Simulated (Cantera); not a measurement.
A Cantera script and its output.

```python
import numpy as np
import cantera as ct

gas = ct.Solution("SiF4_NH3_mec.yaml", "gas")
gas.TPX = 1623, 2666, {'NH3': 1, 'N2': 3.1}
reactor = ct.IdealGasConstPressureReactor(gas, energy="off", clone=False)
net = ct.ReactorNet([reactor])
net.rtol, net.atol = 1e-08, 1e-18
show = ['NH3', 'NH2', 'N2H2', 'H', 'N2']
times = np.geomspace(2e-05, 70, 15)

steps = ct.SolutionArray(gas, extra=["t"])
rows = []
print(f"{'t/s':>10s}{'T/K':>9s}{'P/Pa':>11s}" + "".join(f"{s:>11s}" for s in show))
for t in times:
    while net.time < t:
        t_next = net.step()
        steps.append(gas.state, t=t_next)
    rows.append([np.interp(t, steps.t, y) for y in (steps.T, steps.P, *steps(*show).X.T)])
    print(f"{t:10.3e}{rows[-1][0]:9.1f}{rows[-1][1]:11.4g}" + "".join(f"{x:11.3e}" for x in rows[-1][2:]))
rate = np.gradient(steps.T, steps.t)
print("integrator steps:", len(steps.t))
if steps.T.max() > steps.T[0] + 200:
    print(f"time of steepest temperature rise: {steps.t[rate.argmax()]:.4e} s")
gas.TPX = 1623, 2666, {'NH3': 1, 'N2': 3.1}
gas.equilibrate("TP")
print(f"equilibrium (TP): T = {gas.T:.1f} K  " + "  ".join(f"{s} {gas[s].X[0]:.3e}" for s in show))
```

Result:

```
       t/s      T/K       P/Pa        NH3        NH2       N2H2          H         N2
 2.000e-05   1623.0       2666  2.439e-01  1.214e-08  8.582e-17  4.897e-09  7.561e-01
 5.868e-05   1623.0       2666  2.439e-01  4.325e-08  3.136e-15  6.729e-09  7.561e-01
 1.721e-04   1623.0       2666  2.439e-01  1.397e-07  9.400e-14  6.916e-09  7.561e-01
 5.050e-04   1623.0       2666  2.439e-01  4.233e-07  2.105e-12  6.916e-09  7.561e-01
 1.482e-03   1623.0       2666  2.439e-01  1.255e-06  3.368e-11  6.920e-09  7.561e-01
 4.347e-03   1623.0       2666  2.439e-01  3.694e-06  3.887e-10  6.968e-09  7.561e-01
 1.275e-02   1623.0       2666  2.439e-01  1.083e-05  3.881e-09  7.448e-09  7.561e-01
 3.742e-02   1623.0       2666  2.439e-01  3.168e-05  3.761e-08  1.236e-08  7.561e-01
 1.098e-01   1623.0       2666  2.437e-01  8.804e-05  3.171e-07  6.893e-08  7.560e-01
 3.221e-01   1623.0       2666  2.424e-01  1.383e-04  8.314e-07  4.932e-07  7.558e-01
 9.449e-01   1623.0       2666  2.380e-01  1.296e-04  8.133e-07  1.672e-06  7.549e-01
 2.772e+00   1623.0       2666  2.261e-01  1.134e-04  7.103e-07  4.519e-06  7.524e-01
 8.133e+00   1623.0       2666  1.976e-01  9.360e-05  5.298e-07  1.100e-05  7.465e-01
 2.386e+01   1623.0       2666  1.425e-01  6.895e-05  2.988e-07  2.454e-05  7.352e-01
 7.000e+01   1623.0       2666  6.976e-02  3.903e-05  1.002e-07  4.865e-05  7.202e-01
integrator steps: 1121
equilibrium (TP): T = 1623.0 K  NH3 1.551e-07  NH2 2.946e-10  N2H2 8.961e-16  H 2.310e-04  N2 7.058e-01
```

Detailed kinetics in Cantera: the gas-phase N/H chemistry of the illustrative SiF4/NH3 mechanism in the Surface Chemkin manual (1991). Walls and surfaces, which speed up NH3 decomposition in real reactors, are not modelled.
